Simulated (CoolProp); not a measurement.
cis-2-butene at several states: Z from the reference equation and from simpler models built on Tc = 162.6 °C, pc = 4236 kPa, ω = 0.202; each cubic takes its own stable root.

The numbers come from the reference Helmholtz-energy equation of state, Lemmon 2005 in CoolProp. It is a short technical equation, of lower accuracy than the large ones.

```
T (°C)   p (kPa)   phase  reference  van der Waals  Redlich-Kwong  Soave-Redlich-Kwong  Peng-Robinson
-------  -------  ------  ---------  -------------  -------------  -------------------  -------------
132.95       420     gas     0.9551         0.9640         0.9574               0.9564         0.9523
38.85       16.5     gas     0.9958         0.9975         0.9966               0.9964         0.9962
48.15        163     gas     0.9618         0.9761         0.9685               0.9662         0.9643
-112.65     1370  liquid    0.07546         0.1251        0.08402              0.08364        0.07463
```
